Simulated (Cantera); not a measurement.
Input: 1 mol Si, 1 mol HCl, 20 mol H2, held at 725 K and 14.0 bar.

Cantera equilibrium calculation (NASA polynomials, part measured and part estimated; ideal gas, pure solids and liquids). Candidate condensed phases: Si; 19 gas species. The numbers say what is thermodynamically allowed, not how fast it happens.

Base state: H2 0.984, SiHCl3 0.0101, SiCl4 0.00347, SiH2Cl2 0.00203, HCl 0.000105, SiH3Cl 8.99e-5 (mole fractions); condensed: Si(s).

Q: What changes in the equilibrium state with this change: H2 from 20 to 0.69 mol?

A: 
| species | before | after |
|---|---|---|
| H2 | 0.984 | 0.790 |
| SiHCl3 | 0.0101 | 0.107 |
| SiCl4 | 0.00347 | 0.0942 |
| SiH2Cl2 | 0.00203 | 0.00850 |
| HCl | 0.000105 | 0.000214 |
| SiH3Cl | 8.99e-5 | 0.000147 |
| Si(s), mol | 0.676 | 0.707 |
